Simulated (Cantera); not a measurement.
Cantera run, input and output.

```python
import numpy as np
import cantera as ct

gas = ct.Solution("gri30.yaml")
gas.TPX = 1700, 1333, {'C3H8': 1, 'H2': 1.7}
reactor = ct.IdealGasConstPressureReactor(gas, energy="off", clone=False)
net = ct.ReactorNet([reactor])
net.rtol, net.atol = 1e-08, 1e-18
show = ['C3H8', 'H2', 'C2H2', 'CH4', 'CH3']
times = np.geomspace(1e-06, 60, 13)

steps = ct.SolutionArray(gas, extra=["t"])
rows = []
print(f"{'t/s':>10s}{'T/K':>9s}{'P/Pa':>11s}" + "".join(f"{s:>11s}" for s in show))
for t in times:
    while net.time < t:
        t_next = net.step()
        steps.append(gas.state, t=t_next)
    rows.append([np.interp(t, steps.t, y) for y in (steps.T, steps.P, *steps(*show).X.T)])
    print(f"{t:10.3e}{rows[-1][0]:9.1f}{rows[-1][1]:11.4g}" + "".join(f"{x:11.3e}" for x in rows[-1][2:]))
rate = np.gradient(steps.T, steps.t)
print("integrator steps:", len(steps.t))
if steps.T.max() > steps.T[0] + 200:
    print(f"time of steepest temperature rise: {steps.t[rate.argmax()]:.4e} s")
gas.TPX = 1700, 1333, {'C3H8': 1, 'H2': 1.7}
gas.equilibrate("TP")
print(f"equilibrium (TP): T = {gas.T:.1f} K  " + "  ".join(f"{s} {gas[s].X[0]:.3e}" for s in show))
```

Output:

```
       t/s      T/K       P/Pa       C3H8         H2       C2H2        CH4        CH3
 1.000e-06   1700.0       1333  3.693e-01  6.291e-01  7.756e-11  5.849e-06  7.423e-04
 4.448e-06   1700.0       1333  3.655e-01  6.275e-01  8.052e-09  1.139e-04  3.257e-03
 1.979e-05   1700.0       1333  3.431e-01  6.189e-01  2.149e-06  2.342e-03  1.621e-02
 8.801e-05   1700.0       1333  2.096e-01  5.645e-01  8.929e-04  4.575e-02  7.109e-02
 3.915e-04   1700.0       1333  2.643e-03  5.058e-01  6.437e-02  1.939e-01  4.624e-02
 1.741e-03   1700.0       1333  1.018e-06  5.642e-01  1.563e-01  1.902e-01  8.568e-03
 7.746e-03   1700.0       1333  6.457e-08  5.954e-01  2.017e-01  1.732e-01  3.033e-03
 3.446e-02   1700.0       1333  3.119e-08  6.188e-01  2.242e-01  1.511e-01  2.414e-03
 1.533e-01   1700.0       1333  1.047e-08  6.636e-01  2.395e-01  9.341e-02  1.743e-03
 6.817e-01   1700.0       1333  5.189e-10  7.134e-01  2.557e-01  2.909e-02  6.818e-04
 3.032e+00   1700.0       1333  4.491e-12  7.320e-01  2.617e-01  4.984e-03  1.468e-04
 1.349e+01   1700.0       1333  9.388e-14  7.350e-01  2.627e-01  1.033e-03  3.135e-05
 6.000e+01   1700.0       1333  3.481e-14  7.354e-01  2.628e-01  5.511e-04  1.674e-05
integrator steps: 1640
equilibrium (TP): T = 1700.0 K  C3H8 3.443e-14  H2 7.354e-01  C2H2 2.628e-01  CH4 5.465e-04  CH3 1.660e-05
```

Detailed kinetics in Cantera: GRI-Mech 3.0 (53 species, 325 reactions). GRI-Mech 3.0 was tuned for natural gas; its chemistry of propane as a main component is partial and can be far from experiment. GRI-Mech 3.0 stops at C3 and has no aromatics, soot or wall deposition, so with more carbon than oxygen in the feed, carbon stays in small species such as C2H2 where larger ones or solid carbon would form. Radical loss at walls, strong at low pressure, is not modelled.
